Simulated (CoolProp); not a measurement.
The fluid at 293.15 K and 0.0738 MPa is compressed adiabatically to 0.489 MPa with isentropic efficiency 0.75. The same conditions are run with several fluids, on thermodynamics alone (safety and materials aside).

Model: reference Helmholtz-energy equation of state of each fluid (chloromethane (R40): Thol 2014; R142b: Lemmon 2006; R115: Lemmon 2016; n-butane: Bücker 2006), in CoolProp.

| fluid | work (kJ/kg) | final temperature (K) | final density (kg/m³) |
|---|---|---|---|
| chloromethane (R40) | 144 | 453.8 | ___ |
| R142b | ___ | 371.2 | ___ |
| R115 | 41.4 | 352.3 | 27.2 |
| n-butane | 109 | ___ | 10.4 |

Q: Fill in the missing entries.

A: 
- chloromethane (R40), final density (kg/m³): 6.68
- R142b, work (kJ/kg): 64.7
- R142b, final density (kg/m³): 16.9
- n-butane, final temperature (K): 359.1
